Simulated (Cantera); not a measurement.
An adiabatic, constant-volume homogeneous reactor starts with CH4 : O2 : N2 = 1 : 5.41 : 20.3 (molar parts), equivalence ratio 0.37, at 1600 K and 760 Torr. Integrator tolerance rtol = 1e-08.

Model: GRI-Mech 3.0 (53 species, 325 reactions), integrated in Cantera.

**Question.** What does this change do: O2 5.41 to 2.2 parts?

**Answer.** 
```tsv
quantity	before	after
time of steepest temperature rise	0.374 ms	0.868 ms
temperature at 0.400 s	2457 K	2535 K
equilibrium temperature	2457 K	2535 K
x(CH4) at 0.400 s	<1e-12 (gas-phase equilibrium <1e-12)	<1e-12 (gas-phase equilibrium <1e-12)
x(O2) at 0.400 s	0.117 (gas-phase equilibrium 0.117)	0.0110 (gas-phase equilibrium 0.0110)
x(CH2O) at 0.400 s	1.17e-12 (gas-phase equilibrium 1.17e-12)	2.78e-11 (gas-phase equilibrium 2.78e-11)
x(CO2) at 0.400 s	0.0348 (gas-phase equilibrium 0.0348)	0.0316 (gas-phase equilibrium 0.0316)
x(CO) at 0.400 s	0.00239 (gas-phase equilibrium 0.00239)	0.0105 (gas-phase equilibrium 0.0105)
```

**Question.** What does this change do: constant pressure in place of constant volume?

**Answer.** 
| quantity | before | after |
|---|---|---|
| time of steepest temperature rise | 0.374 ms | 0.384 ms |
| temperature at 0.400 s | 2457 K | 2312 K |
| equilibrium temperature | 2457 K | 2312 K |
| x(CH4) at 0.400 s | <1e-12 (gas-phase equilibrium <1e-12) | <1e-12 (gas-phase equilibrium <1e-12) |
| x(O2) at 0.400 s | 0.117 (gas-phase equilibrium 0.117) | 0.120 (gas-phase equilibrium 0.120) |
| x(CH2O) at 0.400 s | 1.17e-12 (gas-phase equilibrium 1.17e-12) | <1e-12 (gas-phase equilibrium <1e-12) |
| x(CO2) at 0.400 s | 0.0348 (gas-phase equilibrium 0.0348) | 0.0360 (gas-phase equilibrium 0.0360) |
| x(CO) at 0.400 s | 0.00239 (gas-phase equilibrium 0.00239) | 0.00130 (gas-phase equilibrium 0.00130) |
